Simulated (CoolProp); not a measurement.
A simple Rankine cycle with vinyl chloride: condensing at 301.15 K, boiler at 4.39 MPa, turbine inlet 429 K, turbine efficiency 0.65, pump efficiency 0.8, no recuperator. Each further row changes one setting.

Computed with CoolProp (reference Helmholtz-energy equation of state, Thol 2022).

```tsv
case	thermal efficiency (%)	net work (kJ/kg)	heat in (kJ/kg)	turbine exit temperature (K)	volume ratio over the turbine
as stated	13.2	50.8	383	314.8	10.4
condensing temperature 293.15 K	14.2	56.1	396	306.8	13.1
boiler pressure 3.07 MPa	12.3	50.7	412	344.0	6.82
turbine efficiency 0.55	11.0	42.1	383	323.7	10.8
```
